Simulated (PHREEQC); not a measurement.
A solution holds 3.2 mmol/kgw HCl, 0.035 mmol/kgw CaCl2 and 0.3 mmol/kgw CuCl2, at 80 °C. Closed to the air; pH follows from the charge balance.

Equilibrium calculation in PHREEQC: ion-association model, wateq4f.dat.

Precipitation was switched off in this run.

Question: What pH does the model give?

Answer: pH 2.53.

Question: In which forms is Cu present?

Answer: Cu+2 93 %, CuCl+ 6.9 % of the Cu.

Away from 25 °C the constants follow the database's enthalpies or fits; those with neither stay at their 25 °C values.
